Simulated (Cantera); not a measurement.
A freely propagating, adiabatic, planar premixed flame of 51.8 % H₂, 9.28 % O₂, 38.9 % N₂, equivalence ratio 2.8, unburnt at 425 K and 0.109 atm; mixture-averaged transport, grid criteria slope 0.08 and curve 0.16, no radiation.

Model: the H2/O2 subset of GRI-Mech 3.0, which has no nitrogen chemistry, integrated in Cantera. Burning velocities carry a grid error of a few per cent, more on coarse grids.

x: mole fraction of selected species; z is measured from the peak of heat release.

```csv
z (mm),T (K),u (m/s),x H₂,x O₂,x O,x OH,x H₂O,x H
-23.1,425,3.17,0.518,0.0928,<1e-8,<1e-8,<1e-8,<1e-8
-15.4,425,3.17,0.518,0.0928,<1e-8,<1e-8,<1e-8,<1e-8
-11.6,425,3.17,0.518,0.0928,<1e-8,<1e-8,<1e-8,<1e-8
-7.71,425,3.17,0.518,0.0928,<1e-8,<1e-8,2.17e-8,1.34e-8
-3.85,444,3.31,0.516,0.0926,8.72e-6,4.77e-5,0.000943,0.000245
-1.93,636,4.65,0.489,0.0871,0.000112,0.000203,0.0169,0.00879
0,977,6.96,0.393,0.0547,0.00155,0.000591,0.0885,0.0549
1.93,1191,8.47,0.313,0.00766,0.000909,0.000749,0.179,0.0910
3.85,1268,8.99,0.306,0.000602,0.000248,0.000670,0.194,0.0896
7.71,1351,9.52,0.312,___,___,___,0.196,___
15.4,1445,10.1,0.322,4.96e-5,0.000173,0.000950,0.197,0.0659
30.8,1542,10.7,0.331,3.73e-5,0.000135,0.00101,0.198,0.0518
61.7,1631,11.3,0.340,2.37e-5,8.89e-5,0.000962,0.200,0.0383
```

Q: Fill in the missing entries.

A: 
- 7.71, x O₂: 6.32e-5
- 7.71, x O: 0.000191
- 7.71, x OH: 0.000808
- 7.71, x H: 0.0792
